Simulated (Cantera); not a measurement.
Input (Python, Cantera):

```python
import numpy as np
import cantera as ct

gas = ct.Solution("gri30.yaml")
gas.TPX = 1725, 540000, {'C3H8': 1, 'O2': 3.57, 'N2': 13.4}
reactor = ct.IdealGasReactor(gas, energy="on", clone=False)
net = ct.ReactorNet([reactor])
net.rtol, net.atol = 1e-08, 1e-16
show = ['C3H8', 'O2', 'O', 'H2O2', 'CH4', 'CO2', 'C2H6']
times = np.geomspace(3e-06, 0.2, 12)

steps = ct.SolutionArray(gas, extra=["t"])
rows = []
print(f"{'t/s':>10s}{'T/K':>9s}{'P/Pa':>11s}" + "".join(f"{s:>11s}" for s in show))
for t in times:
    while net.time < t:
        t_next = net.step()
        steps.append(gas.state, t=t_next)
    rows.append([np.interp(t, steps.t, y) for y in (steps.T, steps.P, *steps(*show).X.T)])
    print(f"{t:10.3e}{rows[-1][0]:9.1f}{rows[-1][1]:11.4g}" + "".join(f"{x:11.3e}" for x in rows[-1][2:]))
rate = np.gradient(steps.T, steps.t)
print("integrator steps:", len(steps.t))
if steps.T.max() > steps.T[0] + 200:
    print(f"time of steepest temperature rise: {steps.t[rate.argmax()]:.4e} s")
gas.TPX = 1725, 540000, {'C3H8': 1, 'O2': 3.57, 'N2': 13.4}
gas.equilibrate("UV")
print(f"equilibrium (UV): T = {gas.T:.1f} K  " + "  ".join(f"{s} {gas[s].X[0]:.3e}" for s in show))
```

Result:

```
       t/s      T/K       P/Pa       C3H8         O2          O       H2O2        CH4        CO2       C2H6
 3.000e-06   1755.8  5.739e+05  2.103e-02  1.729e-01  5.868e-05  5.120e-05  4.299e-03  4.432e-04  3.463e-03
 8.235e-06   3214.2  1.181e+06  1.452e-34  5.742e-03  5.629e-03  7.325e-07  3.126e-12  3.531e-02  1.505e-23
 2.260e-05   3230.2  1.185e+06  3.386e-34  4.796e-03  4.766e-03  6.999e-07  4.237e-12  3.523e-02  2.449e-23
 6.205e-05   3220.5  1.182e+06  4.027e-34  4.360e-03  4.426e-03  6.560e-07  4.555e-12  3.471e-02  2.772e-23
 1.703e-04   3219.3  1.181e+06  4.110e-34  4.310e-03  4.387e-03  6.508e-07  4.594e-12  3.465e-02  2.813e-23
 4.675e-04   3219.3  1.181e+06  4.110e-34  4.309e-03  4.387e-03  6.508e-07  4.594e-12  3.465e-02  2.813e-23
 1.283e-03   3219.3  1.181e+06  4.110e-34  4.309e-03  4.387e-03  6.508e-07  4.594e-12  3.465e-02  2.813e-23
 3.523e-03   3219.3  1.181e+06  4.110e-34  4.309e-03  4.387e-03  6.508e-07  4.594e-12  3.465e-02  2.813e-23
 9.670e-03   3219.3  1.181e+06  4.110e-34  4.309e-03  4.387e-03  6.508e-07  4.594e-12  3.465e-02  2.813e-23
 2.654e-02   3219.3  1.181e+06  4.110e-34  4.309e-03  4.387e-03  6.508e-07  4.594e-12  3.465e-02  2.813e-23
 7.286e-02   3219.3  1.181e+06  4.110e-34  4.309e-03  4.387e-03  6.508e-07  4.594e-12  3.465e-02  2.813e-23
 2.000e-01   3219.3  1.181e+06  4.110e-34  4.309e-03  4.387e-03  6.508e-07  4.594e-12  3.465e-02  2.813e-23
integrator steps: 1549
time of steepest temperature rise: 4.6692e-06 s
equilibrium (UV): T = 3219.3 K  C3H8 6.654e-34  O2 4.309e-03  O 4.387e-03  H2O2 6.508e-07  CH4 5.521e-12  CO2 3.465e-02  C2H6 3.989e-23
```

Cantera simulation using GRI-Mech 3.0 (53 species, 325 reactions); the numbers are that mechanism's predictions, not measurements. GRI-Mech 3.0 was tuned for natural gas; its chemistry of propane as a main component is partial and can be far from experiment. Above 3000 K some thermodynamic fits are extrapolated.
